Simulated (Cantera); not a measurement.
# acetone + CO₂ + H₂ (carbon deposition, reforming and gasification)

Charge: 1 mol acetone, 0.044 mol CO₂, 1.8 mol H₂, held at 2998.15 K and 1 atm.

Cantera equilibrium calculation (NASA polynomials, part measured and part estimated; ideal gas, pure solids and liquids). Candidate condensed phases: C, C₆H₆, C₇H₈, C₈H₁₈, H₂O; 110 gas species. The feed counts by its element totals alone. Rates play no part.

```
Property                  Value
--------------------  ---------
x(H₂)                     0.657
x(CO)                     0.173
x(H)                      0.126
x(C₂H₂ (acetylene))      0.0406
x(C₂H)                  0.00134
x(C₄H₂)                 0.00105
x(C₃)                  0.000302
x(C₂H₂ (vinylidene))   0.000128
x(CH₃)                 0.000104
n(C(graphite))         1.39 mol
gas amount            6.292 mol
```
